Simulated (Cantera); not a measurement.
**Thermodynamics of hydrogen reduction and annealing atmospheres, feed PbO + H₂ + N₂**

Feed: 1 mol PbO, 120 mol H₂, 28 mol N₂.

Cantera equilibrium calculation (NASA polynomials, part measured and part estimated; ideal gas, pure solids and liquids). Candidate condensed phases: H₂O, Pb, PbO, PbO₂, Pb₃O₄; 27 gas species. Equilibrium is a limit: real reactors are often held back by kinetics, nucleation or transport.

**Question.** Map the stable condensed phases over T = 477, 552, 627, 702, 777, 852, 927, 1002, 1077, 1152, 1227, 1302, 1377, 1452 °C and P in Pa = 10, 32, 100, 320, 1000, 3200, 10000, 32000, 100000, 320000, 1000000.

**Answer.** 
```
T in °C \ P in Pa
              10      32     100     320    1000    3200   10000   32000  100000  320000 1000000
   1452        A       A       A       A       A       A       A       A       A       A       A
   1377        A       A       A       A       A       A       A       A       A       A       A
   1302        A       A       A       A       A       A       A       A       A       A       B
   1227        A       A       A       A       A       A       A       A       A       A       B
   1152        A       A       A       A       A       A       A       A       A       B       B
   1077        A       A       A       A       A       A       A       A       B       B       B
   1002        A       A       A       A       A       A       A       B       B       B       B
    927        A       A       A       A       A       A       B       B       B       B       B
    852        A       A       A       A       A       B       B       B       B       B       B
    777        A       A       A       A       B       B       B       B       B       B       B
    702        A       A       A       B       B       B       B       B       B       B       B
    627        A       B       B       B       B       B       B       B       B       B       B
    552        B       B       B       B       B       B       B       B       B       B       B
    477        B       B       B       B       B       B       B       B       B       B       B
```
A: gas only; B: Pb.
